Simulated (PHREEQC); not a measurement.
Solution A (0.071 mol/kgw KH2PO4 and 0.14 mol/kgw K2HPO4) is mixed with solution B (15 mmol/kgw HF, 8.6 mmol/kgw NaF, 0.0024 mmol/kgw H4SiO4 and 150 mmol/kgw HCl) at 85 °C; shares are by mass of water, 1 kg in all. Oxygen alone is held at its pressure in air (log pO2 = -0.68). The system is closed to CO2. Only these solids could form: Chalcedony, Halite, Sylvite.

All values are PHREEQC results (ion-association model, phreeqc.dat), not measurements.

Q: Predict pH at share of solution B = 0.3, 0.7.

A: 
```json
[
 {"share of solution B": "0.3", "pH": "6.24"},
 {"share of solution B": "0.7", "pH": "1.95"}
]
```

At this temperature some constants are extrapolated from 25 °C, and those without enthalpy data are left unchanged. SiF6-2 is the database's only silicon fluoride.
